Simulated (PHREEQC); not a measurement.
Consider water at 25 °C with 0.0054 mol/kgw H2SO4, 0.00029 mol/kgw K2SO4 and 0.022 mol/kgw CO2. Closed to the air; pH follows from the charge balance.

All values are PHREEQC results (Pitzer model, pitzer.dat), not measurements.

Each row changes one thing in this solution. Precipitation was switched off in this run.

```tsv
case	pH	ionic strength (mol/kgw)	SO4-2 (mol/kgw)	HSO4- (mol/kgw)
as made	2.11	0.0132	0.00376	0.00193
CO2 left out	2.11	0.0132	0.00376	0.00193
diluted 10-fold with water	3.00	0.00162	0.000526	4.33e-5
K2SO4 from 0.00029 to 0.0029 mol/kgw	2.15	0.0198	0.00577	0.00253
K2SO4 from 0.00029 to 5.8e-05 mol/kgw	2.10	0.0126	0.00358	0.00187
CO2 from 0.022 to 0.011 mol/kgw	2.11	0.0132	0.00376	0.00193
K2SO4 left out	2.10	0.0125	0.00354	0.00186
H2SO4 from 0.0054 to 0.054 mol/kgw	1.25	0.0898	0.0178	0.0365
```

Complexes and solids missing from the database can't appear.
